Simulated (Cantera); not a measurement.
Thermodynamics of silicon nitride deposition, feed SiH₂Cl₂ + N₂

Feed: 1 mol SiH₂Cl₂, a varied amount of N₂, at 1123.15 K and 2.40 mbar.

These are equilibrium values from Cantera (NASA tables, ideal gas, pure condensed phases), not measurements of a reactor. Candidate condensed phases: NH₄Cl, Si, Si₃N₄; 28 gas species. N₂ is the only nitrogen source here; it is nearly inert below about 1500 K, so the nitride shown seldom forms there in practice. The tables' values for SiCl₃ are old estimates; treat these amounts as uncertain. Rates play no part.

From 0.46 mol N₂ to 2 mol N₂ the condensed part is Si₃N₄(s). The main Si-bearing gas is SiCl₄ throughout. The share of Si in condensed phases is highest at 2 mol N₂ (80.1 %) and lowest at 0.46 mol N₂ (67.4 %).

```csv
n(N₂) (mol),x HCl,x N₂,x H₂,x SiCl₄,x SiCl₃,x SiCl₂,x SiHCl₃,x SiH₂Cl₂,n Si₃N₄(s)
0.46,0.426,0.00622,0.376,0.180,0.00645,0.00287,0.00273,5.06e-6,0.225
0.59,0.507,0.0563,0.289,0.141,0.00371,0.00122,0.00138,1.65e-6,0.243
0.76,0.508,0.128,0.241,0.118,0.00283,0.000847,0.000960,9.59e-7,0.251
0.97,0.486,0.205,0.205,0.100,0.00232,0.000667,0.000723,6.41e-7,0.256
1.2,0.458,0.276,0.177,0.0864,0.00198,0.000561,0.000573,4.65e-7,0.260
1.6,0.411,0.374,0.143,0.0699,0.00160,0.000456,0.000418,3.06e-7,0.264
2,0.371,0.448,0.120,0.0586,0.00136,0.000393,0.000326,2.22e-7,0.267
```
x: gas mole fraction; n: condensed amount in mol.
